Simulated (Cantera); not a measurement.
A closed system holds: 1 mol Ti, 2.2 mol H2, at 48.8 Torr.

These are equilibrium values from Cantera (NASA tables, ideal gas, pure condensed phases), not measurements of a reactor. Candidate condensed phases: Ti; 3 gas species. Equilibrium is a limit: real reactors are often held back by kinetics, nucleation or transport.

**Question.** Which condensed phases are stable at each of these points (T (°C)): 827, 927, 1027, 1127, 1227, 1327, 1427, 1527, 1627, 1727, 1827?

**Answer.** 
```json
[
 {"T (°C)": "827", "condensed phases": "Ti(α)", "Ti condensed (%)": "100.0"},
 {"T (°C)": "927", "condensed phases": "Ti(β)", "Ti condensed (%)": "100.0"},
 {"T (°C)": "1027", "condensed phases": "Ti(β)", "Ti condensed (%)": "100.0"},
 {"T (°C)": "1127", "condensed phases": "Ti(β)", "Ti condensed (%)": "100.0"},
 {"T (°C)": "1227", "condensed phases": "Ti(β)", "Ti condensed (%)": "100.0"},
 {"T (°C)": "1327", "condensed phases": "Ti(β)", "Ti condensed (%)": "100.0"},
 {"T (°C)": "1427", "condensed phases": "Ti(β)", "Ti condensed (%)": "100.0"},
 {"T (°C)": "1527", "condensed phases": "Ti(β)", "Ti condensed (%)": "100.0"},
 {"T (°C)": "1627", "condensed phases": "Ti(β)", "Ti condensed (%)": "100.0"},
 {"T (°C)": "1727", "condensed phases": "Ti(l)", "Ti condensed (%)": "100.0"},
 {"T (°C)": "1827", "condensed phases": "Ti(l)", "Ti condensed (%)": "99.9"}
]
```

At 827 °C the condensed part is Ti(α). From 927 °C to 1627 °C the condensed part is Ti(β). From 1727 °C to 1827 °C the condensed part is Ti(l).
